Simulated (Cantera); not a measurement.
## C₂H₄ + CO₂ (carbon deposition, reforming and gasification)

A closed system holds: 1 mol C₂H₄, 0.062 mol CO₂, held at 1 atm.

Method: chemical equilibrium by Gibbs-energy minimisation in Cantera with the NASA 1993 tables (ideal gas, pure condensed phases). Candidate condensed phases: C, C₆H₆, C₇H₈, C₈H₁₈, H₂O; 110 gas species. Rates play no part.

From 1477 °C to 2377 °C the condensed part is C(graphite). The main C-bearing gas is CO throughout.

```tsv
T (°C)	x H₂	x CO	x H	x C₂H₂ (acetylene)	x CH₄	x C₄H₂	x C₂H	n C(graphite)
1477	0.940	0.0584	0.000224	0.000108	0.000818	4.88e-9	1.81e-10	1.94
1552	0.940	0.0584	0.000424	0.000202	0.000635	1.72e-8	8.86e-10	1.94
1627	0.940	0.0584	0.000764	0.000359	0.000503	5.46e-8	3.82e-9	1.94
1702	0.939	0.0584	0.00132	0.000610	0.000406	1.59e-7	1.47e-8	1.93
1777	0.938	0.0583	0.00218	0.000996	0.000333	4.26e-7	5.12e-8	1.93
1852	0.936	0.0583	0.00349	0.00157	0.000276	1.07e-6	1.63e-7	1.93
1927	0.934	0.0582	0.00541	0.00239	0.000232	2.50e-6	4.80e-7	1.93
2002	0.930	0.0582	0.00813	0.00354	0.000197	5.52e-6	1.31e-6	1.92
2077	0.925	0.0580	0.0119	0.00510	0.000169	1.16e-5	3.36e-6	1.92
2152	0.918	0.0579	0.0170	0.00717	0.000145	2.30e-5	8.10e-6	1.91
2227	0.908	0.0577	0.0238	0.00983	0.000125	4.39e-5	1.85e-5	1.89
2302	0.896	0.0574	0.0326	0.0132	0.000109	8.02e-5	4.01e-5	1.88
2377	0.881	0.0571	0.0437	0.0173	9.41e-5	0.000141	8.31e-5	1.86
```
x: gas mole fraction; n: condensed amount in mol.
